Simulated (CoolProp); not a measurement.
Saturation properties of R227EA.

The numbers come from the reference Helmholtz-energy equation of state, Lemmon 2016 in CoolProp.

| T (K) | p (MPa) | vapour Z | liquid conductivity (mW/(m K)) |
|---|---|---|---|
| 173.7 | 0.0003071 | 0.9994 | 88.1 |
| 182 | ___ | ___ | 86.7 |
| 190.4 | 0.001622 | ___ | 85.2 |
| 198.7 | 0.003277 | 0.9959 | 83.5 |
| 207.1 | 0.006229 | 0.9933 | 81.8 |
| 215.5 | 0.01115 | 0.9898 | ___ |
| 223.8 | ___ | 0.9850 | 78.2 |
| 232.2 | 0.03051 | 0.9788 | 76.2 |
| 240.5 | 0.04728 | 0.9711 | 74.3 |
| 248.9 | 0.07106 | ___ | ___ |

Problem. Complete the blanks.

Solution. 
- 182, p (MPa): 0.0007354
- 182, vapour Z: 0.9987
- 190.4, vapour Z: 0.9976
- 215.5, liquid conductivity (mW/(m K)): 80.0
- 223.8, p (MPa): 0.01881
- 248.9, vapour Z: 0.9616
- 248.9, liquid conductivity (mW/(m K)): 72.2

It boils at 256.8 K under 1 atm.

Thermal conductivity comes from a separate model (Huber 2003), an estimate that may be off by 10 % or more.
